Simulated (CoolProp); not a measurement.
Sulfur hexafluoride at 507.39 K and 0.65 MPa is throttled through a valve to 0.24 MPa with no heat exchange. Each further row changes one setting.

Computed with CoolProp (reference Helmholtz-energy equation of state, Guder 2009).

| case | temperature change (K) | final density (kg/m³) |
|---|---|---|
| as stated | -1.0 | [?] |
| outlet pressure 0.072 MPa | [?] | 2.50 |
| outlet pressure 0.312 MPa | [?] | 10.9 |

Task: Some entries are withheld; supply them.

Result: 
- as stated, final density (kg/m³): 8.36
- outlet pressure 0.072 MPa, temperature change (K): -1.4
- outlet pressure 0.312 MPa, temperature change (K): -0.8
